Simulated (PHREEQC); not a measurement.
Model water analysis in mmol/kgw, 24 °C, pH 2.09: Na 120; K 10.6; Ca 1.76; Mg 1.23; Cl 25; S(6) 63.1; B 0.334.

Valence states are taken as typed.

Computed with PHREEQC (Pitzer model, pitzer.dat).

**Question.** The ionic strength comes out as 0.197 mol/kgw. What activity coefficients do Cl-, Ca+2, K+, HSO4-, Mg+2 get?

**Answer.** Cl- 0.72, Ca+2 0.18, K+ 0.70, HSO4- 0.73, Mg+2 0.21. Single-ion values are on the MacInnes scale.

Precipitation was switched off in this run. Complexes and solids missing from the database can't appear.
